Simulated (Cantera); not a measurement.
**Carbothermic reduction: Cu₂O + CH₄ + H₂**

Input: 1 mol Cu₂O, 0.51 mol CH₄, 0.21 mol H₂, equilibrated at 2023 K and 1.33 mbar.

Equilibrium computed with Cantera from the NASA thermochemical tables; the gas is ideal and each condensed phase is pure. Candidate condensed phases: C, C₆H₆, C₇H₈, C₈H₁₈, Cu, CuO, Cu(OH)₂, Cu₂O, H₂O; 113 gas species. Rates play no part.

The x(Cu) is 0.528 and the x(H₂) is 0.199. The x(CO) is 0.120 and the x(H₂O) is 0.113. The x(H) is 0.0232 and the x(CO₂) is 0.0146. The x(OH) is 0.00137. The x(Cu₂) is 0.000312 and the x(O) comes out as 0.000116. The gas amount comes out as 3.786 mol and the log10 activity of Cu(l) (absent) is -0.88. The log10 activity of C(graphite) (absent) is -7.52.
